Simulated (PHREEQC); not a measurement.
A column of 0.5 m (30 cells, dispersivity 0.018 m, 3600 s a shift, diffusion coefficient 3e-10 m²/s) holds 0.0011 eq of the database's cation exchanger X per kg of pore water, first in equilibrium with 0.004 mol/kgw CdCl2, 0.026 mol/kgw KCl and 1e-05 mol/kgw HCl. It is flushed with 0.00042 mol/kgw BaCl2, 0.00093 mol/kgw ZnCl2 and 1e-05 mol/kgw HCl, at 25 °C. Values are for the last cell. CO2 from the air is kept out. Nothing may precipitate in this run.

The series has 31 steps of pore volumes, from 0 to 3.017.

Equilibrium calculation in PHREEQC: ion-association model, phreeqc.dat.

### Question
After how many pore volumes does Zn at the outlet first reach half of its feed value?

### Answer
By 1.4 pore volumes.

### Question
After how many pore volumes does Ba at the outlet first reach half of its feed value?

### Answer
By 1.5 pore volumes.
